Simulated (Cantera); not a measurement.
A closed system holds: 1 mol Si, 5.4 mol NF₃, 0.1 mol H₂, equilibrated at 1200 K and 8.25 Torr.

Cantera equilibrium calculation (NASA polynomials, part measured and part estimated; ideal gas, pure solids and liquids). Candidate condensed phases: Si, Si₃N₄; 37 gas species. Kinetics and transport are ignored.

Task: What is the equilibrium state?

Result: x(F): 0.727
x(N₂): 0.174
x(SiF₄): 0.0643
x(F₂): 0.0220
x(HF): 0.0129
gas amount: 15.56 mol
log10 activity of Si(s) (absent): -58.71
